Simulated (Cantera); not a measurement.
A perfectly stirred reactor is fed with CH₄ : CO₂ : H₂ = 1 : 0.61 : 2 (molar parts), at 0.132 atm; it is held at 1775 K, and followed from long to short residence time.

Computed with Cantera and GRI-Mech 3.0 (53 species, 325 reactions). GRI-Mech 3.0 stops at C3 and has no aromatics, soot or wall deposition, so with more carbon than oxygen in the feed, carbon stays in small species such as C2H2 where larger ones or solid carbon would form.

| quantity | before | after |
|---|---|---|
| x(CH₄) at τ = 25.0 s | 0.00512 | 0.137 |
| x(CO₂) at τ = 25.0 s | 0.000905 | 0.0359 |
| x(H₂) at τ = 25.0 s | 0.717 | 0.546 |
| x(H₂O) at τ = 25.0 s | 0.00981 | 0.110 |
| x(CH₂O) at τ = 25.0 s | 1.89e-8 | 6.20e-8 |
| x(CH₄) at τ = 43.0 ms | 0.100 | 0.276 |
| x(CO₂) at τ = 43.0 ms | 0.0530 | 0.168 |
| x(H₂) at τ = 43.0 ms | 0.595 | 0.553 |
| x(H₂O) at τ = 43.0 ms | 0.0877 | 0.000913 |
| x(CH₂O) at τ = 43.0 ms | 3.08e-6 | 1.49e-7 |

What was changed between the two runs?
A) temperature 1775 to 1425 K
B) pressure from 0.132 atm to 4.44 atm
C) pressure from 0.132 atm to 0.345 atm
D) H2 2 to 6.7 parts

A, temperature 1775 to 1425 K
